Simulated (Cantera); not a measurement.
A closed system holds: 1 mol Fe(CO)5, 0.78 mol O2, 89 mol H2, held at 1023.15 K and 1.00 bar.

Equilibrium computed with Cantera from the NASA thermochemical tables; the gas is ideal and each condensed phase is pure. Candidate condensed phases: C, C6H6, C7H8, C8H18, Fe, Fe(CO)5, FeO, Fe(OH)2, Fe(OH)3, Fe2O3, Fe3O4, H2O; 114 gas species. Equilibrium is a limit: real reactors are often held back by kinetics, nucleation or transport.

Base state: H2 0.912, CO 0.0361, H2O 0.0327, CH4 0.0172, CO2 0.00169 (mole fractions); condensed: Fe(α).

### Question
What changes in the equilibrium state with this change: Fe(CO)5 replaced by PbO?

### Answer
| species | before | after |
|---|---|---|
| H2 | 0.912 | 0.971 |
| H2O | 0.0327 | 0.0288 |
| Pb | 0 | 2.67e-5 |
| CO | 0.0361 | 0 |
| CH4 | 0.0172 | 0 |
| CO2 | 0.00169 | 0 |
| Fe(α), mol | 1.00 | 0 |
| Pb(l), mol | 0 | 0.998 |
Further candidate phases: Pb, PbO, PbO2, Pb3O4.

### Question
What changes in the equilibrium state with this change: 0.25 mol NH3 added?

### Answer
| species | before | after |
|---|---|---|
| H2 | 0.912 | 0.911 |
| CO | 0.0361 | 0.0359 |
| H2O | 0.0327 | 0.0325 |
| N2 | 0 | 0.00136 |
| CH4 | 0.0172 | 0.0171 |
| NH3 | 0 | 1.61e-5 |
| CO2 | 0.00169 | 0.00167 |
| Fe(α), mol | 1.00 | 1.00 |
